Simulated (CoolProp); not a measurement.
Vapour-liquid equilibrium of propane (1) + R236EA (2) at 1.33 MPa; x and y are mole fractions of (1).

Computed with CoolProp (multi-fluid Helmholtz-energy mixture model, Lemmon 2009 and Rui 2013; pair parameters Bell 2016).

| x | bubble temperature (K) | y at the bubble point | dew temperature at overall composition x (K) | liquid density (mol/L) |
|---|---|---|---|---|
| 0.05 | 356.3 | 0.181 | 362.9 | 7.943 |
| 0.125 | 344.4 | 0.393 | 359.2 | 8.297 |
| 0.2 | 335.3 | 0.533 | 355.3 | 8.573 |
| 0.275 | 328.8 | 0.622 | 351.2 | 8.782 |
| 0.35 | 324.4 | 0.679 | 346.9 | 8.946 |
| 0.425 | 321.3 | 0.719 | 342.4 | 9.085 |
| 0.5 | 319.0 | 0.750 | 337.5 | 9.216 |
| 0.575 | 317.2 | 0.776 | 332.3 | 9.353 |
| 0.65 | 315.7 | 0.802 | 326.7 | 9.508 |
| 0.725 | 314.4 | 0.829 | 320.8 | 9.691 |
| 0.8 | 313.3 | 0.861 | 315.8 | 9.907 |
| 0.875 | 312.4 | 0.900 | 312.9 | 10.16 |
| 0.95 | 311.9 | 0.953 | 311.9 | 10.45 |

No azeotrope shows between x = 0.05 and 0.95.

Pair parameters are fitted to limited data, so mixtures are less certain than the pure fluids. With so large a gap from Raoult's law the liquid may split in two, which this calculation doesn't test in full.
